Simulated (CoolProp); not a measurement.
Model: reference Helmholtz-energy equation of state, Lemmon 2006, in CoolProp. It is a short technical equation, of lower accuracy than the large ones.

### Question
Give the vapour pressure (MPa), enthalpy of vaporisation (kJ/kg), liquid cp (kJ/(kg K)), surface tension (mN/m) of saturated hydrogen sulfide at -34.25, -29.95, -12.75 °C.

### Answer
| T (°C) | p (MPa) | enthalpy of vaporisation (kJ/kg) | liquid cp (kJ/(kg K)) | surface tension (mN/m) |
|---|---|---|---|---|
| -34.25 | 0.323 | 514 | 2.01 | 22.9 |
| -29.95 | 0.382 | 508 | 2.01 | 22.0 |
| -12.75 | 0.697 | 483 | 2.05 | 18.5 |

Surface tension comes from a separate correlation (Mulero 2012).
